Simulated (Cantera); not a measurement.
Input: 1 mol Si, 0.0036 mol O2, 22 mol N2, 0.0029 mol H2, equilibrated at 0.130 Pa.

Equilibrium computed with Cantera from the NASA thermochemical tables; the gas is ideal and each condensed phase is pure. Candidate condensed phases: H2O, Si, SiO2, Si2N2O, Si3N4; 35 gas species. N2 is the only nitrogen source here; it is nearly inert below about 1500 K, so the nitride shown seldom forms there in practice. Mutual solubility and eutectic melting of coexisting phases are not modelled. The tables' values for SiN are old estimates; treat these amounts as uncertain. Kinetics and transport are ignored.

x: gas mole fraction; n: condensed amount in mol.

| T (K) | x N2 | x Si | x SiO | x H | x H2 | x Si2 | n Si2N2O(s) | n Si3N4(s) | n Si(s) |
|---|---|---|---|---|---|---|---|---|---|
| 1000 | 1.000 | <1e-12 | [?] | 2.32e-8 | 0.000136 | <1e-12 | 0.00720 | 0.329 | 0 |
| 1100 | 1.000 | 1.49e-10 | [?] | 2.64e-7 | 0.000136 | <1e-12 | 0.00720 | 0.329 | 0 |
| 1200 | 1.000 | 8.36e-8 | [?] | 2.01e-6 | 0.000135 | <1e-12 | 0.00678 | 0.329 | 0 |
| 1300 | 1.000 | 1.76e-5 | 0.000337 | 1.11e-5 | 0.000130 | 2.27e-9 | 0 | 0.331 | 0 |
| 1400 | 0.999 | 0.000633 | 0.000327 | 4.46e-5 | 0.000109 | 3.76e-7 | 0 | 0 | 0.979 |
| 1500 | 0.991 | 0.00810 | 0.000324 | 0.000127 | 6.73e-5 | 1.04e-5 | 0 | 0 | 0.812 |
| 1600 | 0.956 | 0.0429 | 0.000313 | 0.000212 | 1.98e-5 | 6.11e-5 | 0 | 0 | 0 |
| 1700 | 0.956 | 0.0431 | 0.000313 | 0.000245 | 3.59e-6 | 1.56e-5 | 0 | 0 | 0 |
| 1800 | 0.956 | 0.0431 | 0.000313 | 0.000251 | 6.38e-7 | 4.60e-6 | 0 | 0 | 0 |
| 1900 | 0.956 | 0.0431 | 0.000313 | 0.000252 | 1.31e-7 | 1.54e-6 | 0 | 0 | 0 |
| 2000 | 0.956 | 0.0431 | 0.000313 | 0.000252 | 3.12e-8 | 5.76e-7 | 0 | 0 | 0 |
| 2100 | 0.956 | 0.0431 | 0.000313 | 0.000252 | 8.51e-9 | 2.36e-7 | 0 | 0 | 0 |

**Question.** Complete the blanks.

**Answer.** 
- 1000, x SiO: 1.57e-10
- 1100, x SiO: 9.53e-8
- 1200, x SiO: 1.95e-5
